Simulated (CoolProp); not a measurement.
A single-stage vapour-compression cycle with the fluid: evaporating at 277.15 K (dew point), condensing at 343.15 K (bubble point), superheat 0 K, subcooling 8 K, compressor efficiency 0.65, no pressure losses. The same conditions are run with several fluids, on thermodynamics alone (safety and materials aside).

Model: reference Helmholtz-energy equation of state of each fluid (R142b: Lemmon 2006; n-perfluoropentane: Gao 2022; c-C4F8 (RC318): Platzer 1990; R115: Lemmon 2016; R365MFC: Lemmon 2016; chloromethane (R40): Thol 2014), in CoolProp. The equations of Platzer and Polt are older, rougher fits.

Question: Rank R142b, n-perfluoropentane, c-C4F8 (RC318), R115, R365MFC, chloromethane (R40) by cooling COP, highest first.

Answer: chloromethane (R40) (2.20), R142b (2.10), R365MFC (2.07), c-C4F8 (RC318) (1.57), n-perfluoropentane (1.47), R115 (1.36)

| fluid | pressure ratio | discharge temperature (K) | refrigerating effect (kJ/kg) | volumetric capacity (kJ/m³) |
|---|---|---|---|---|
| R142b | 6.61 | 365.9 | 138 | 1070 |
| n-perfluoropentane | 10.1 | 343.2 | 36.0 | 167 |
| c-C4F8 (RC318) | 7.11 | 343.1 | 47.0 | 652 |
| R115 | 5.10 | 347.5 | 39.8 | 1540 |
| R365MFC | 11.8 | 343.2 | 124 | 181 |
| chloromethane (R40) | 5.98 | 440.2 | 302 | 2120 |

The compression ends wet for: n-perfluoropentane; c-C4F8 (RC318); R365MFC.
